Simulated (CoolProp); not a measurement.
Vapour-liquid equilibrium of m-xylene (1) + o-xylene (2) at 0.000582 MPa; x and y are mole fractions of (1).

Computed with CoolProp (multi-fluid Helmholtz-energy mixture model, Zhou 2012 and Zhou 2012; pair parameters Bell 2016).

**Question.** Give the bubble temperature and the first vapour's composition at x = 0.05, 0.575, 0.95. Is there an azeotrope?

**Answer.** x = 0.05: 290.8 K, y = 0.061; x = 0.575: 288.8 K, y = 0.633; x = 0.95: 287.5 K, y = 0.959. No azeotrope shows between x = 0.05 and 0.95.

Pair parameters are fitted to limited data, so mixtures are less certain than the pure fluids.
